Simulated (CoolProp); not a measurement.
n-perfluorohexane at 298.15 K and 0.00881 MPa is throttled through a valve to 0.00262 MPa with no heat exchange. Each further row changes one setting.

Values from CoolProp's reference Helmholtz-energy equation of state, Gao 2022.

```tsv
case	temperature change (K)	final density (kg/m³)
as stated	-0.2	0.358
outlet pressure 0.000786 MPa	-0.2	0.107
outlet pressure 0.00341 MPa	-0.1	0.467
```
